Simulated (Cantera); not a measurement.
## Silicon epitaxy and polysilicon growth: SiCl4 + Cl2 + H2 + HCl

Feed: 1 mol SiCl4, 0.33 mol Cl2, 12 mol H2, 2.3 mol HCl, held at 8900 Pa.

Method: chemical equilibrium by Gibbs-energy minimisation in Cantera with the NASA 1993 tables (ideal gas, pure condensed phases). Candidate condensed phases: Si; 19 gas species. The tables' values for SiCl3 are old estimates; treat these amounts as uncertain. The numbers say what is thermodynamically allowed, not how fast it happens.

From 725 °C to 1025 °C nothing is condensed. The main Si-bearing gas is SiCl4 throughout.

```
T (°C)   x H2  x HCl  x SiCl4   x SiCl2
------  -----  -----  -------  --------
725     0.745  0.191   0.0622   4.82e-6
775     0.744  0.192   0.0612   2.61e-5
825     0.742  0.194   0.0598  0.000119
875     0.740  0.196   0.0575  0.000457
925     0.736  0.200   0.0539   0.00149
975     0.729  0.208   0.0483   0.00403
1025    0.718  0.219   0.0404   0.00893
```
x: gas mole fraction; nothing condenses.
